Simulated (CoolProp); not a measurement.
Properties of n-perfluorohexane along the isotherm 99.85 °C (Tc = 174.9 °C, pc = 17.42 bar, ω = 0.497).

Computed with CoolProp (reference Helmholtz-energy equation of state, Gao 2022).

| p (bar) | phase | Z | speed of sound (m/s) |
|---|---|---|---|
| 17.4 | liquid | (withheld) | 319.7 |
| 34.8 | liquid | 0.2591 | 344.0 |
| 52.2 | liquid | 0.3843 | (withheld) |
| 69.7 | liquid | 0.5080 | 384.5 |
| 87.1 | liquid | 0.6291 | (withheld) |
| 104 | liquid | 0.7453 | 417.6 |
| 122 | liquid | 0.8675 | 433.0 |
| 139 | liquid | 0.9817 | 446.7 |
| 157 | liquid | 1.101 | 460.3 |
| 174 | liquid | 1.214 | (withheld) |

**Question.** Fill in the missing entries.

**Answer.** 
- 17.4, Z: 0.1313
- 52.2, speed of sound (m/s): 365.3
- 87.1, speed of sound (m/s): 402.0
- 174, speed of sound (m/s): 472.5
